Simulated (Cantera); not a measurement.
What does this Cantera script print?

```python
import numpy as np
import cantera as ct

gas_names = """
    H HNO HNO2 HNO3 HO2 H2 H2O H2O2 N NH NH2 NH3 NH2OH NO NO2 NO3 N2 N2H2 N2H4 N2O O OH O2 O3 Si SiH
    SiH2 SiH3 SiH4 SiN SiO SiO2 Si2 Si2N Si3
""".split()
cond_names = """
    H2O(s) H2O(L) Si(cr) Si(L) SiO2(Lqz) SiO2(hqz) SiO2(L) Si2N2O(s) Si3N4(a)
""".split()


# ... load() reads the species with a 1 bar reference pressure and builds the phases ...
atoms = {
    'SiH4': {'Si': 1, 'H': 4},
    'N2O': {'N': 2, 'O': 1},
}
top_T = {'Si2N2O(s)': 2100, 'Si3N4(a)': 2400}  # K; cautious upper limits of use, not melting points


# ... equilibrate(T, P, feed) seeds the gas with the atoms and calls Mixture.equilibrate('TP', solver="vcs", rtol=1e-11, max_steps=5000) ...
results = []
feed = {'SiH4': 1, 'N2O': 38}  # mol
P = 93  # Pa
for T in [825, 875, 925, 975, 1025, 1075, 1125, 1175, 1225, 1275]:
    mix = equilibrate(T, P, feed)
    results.append((T, P, feed, dict(zip(mix.species_names, mix.species_moles))))

top = {s: max(r[3][s] / sum(r[3][g] for g in gas_names) for r in results) for s in gas_names}
cols = sorted((s for s in top if top[s] > 1e-05), key=lambda s: -top[s])[:9]
seen = [c for c in cond_names if any(r[3].get(c, 0) > 1e-12 for r in results)]
print("log10 of partial pressures in bar; condensed amounts in mol")
print(f"{'T/K':>10s}" + "".join(f"{s[:9]:>10s}" for s in cols + seen))
for T, P, feed, n in results:
    ng = sum(n[g] for g in gas_names)
    print(f"{T:10.4g}" + "".join(f"{np.log10(max(n[s] / ng * P / 1e5, 1e-99)):10.3f}" for s in cols)
          + "".join(f"{n.get(c, 0):10.4g}" for c in seen))
```

It prints:

```
log10 of partial pressures in bar; condensed amounts in mol
       T/K        N2        O2       H2O        NO        OH SiO2(Lqz) SiO2(hqz)
       825    -3.208    -3.557    -4.486    -8.509   -11.201         1         0
       875    -3.208    -3.557    -4.486    -8.178   -10.614         0         1
       925    -3.208    -3.557    -4.486    -7.883   -10.090         0         1
       975    -3.208    -3.557    -4.486    -7.619    -9.620         0         1
      1025    -3.208    -3.557    -4.486    -7.380    -9.195         0         1
      1075    -3.208    -3.557    -4.486    -7.163    -8.810         0         1
      1125    -3.208    -3.557    -4.486    -6.966    -8.459         0         1
      1175    -3.208    -3.557    -4.486    -6.785    -8.138         0         1
      1225    -3.208    -3.557    -4.486    -6.619    -7.842         0         1
      1275    -3.208    -3.557    -4.487    -6.466    -7.570         0         1
```

Method: chemical equilibrium by Gibbs-energy minimisation in Cantera with the NASA 1993 tables (ideal gas, pure condensed phases). The tables hold silica as quartz up to 1696 K and as liquid above; real silica turns to tridymite and cristobalite and melts near 1996 K.
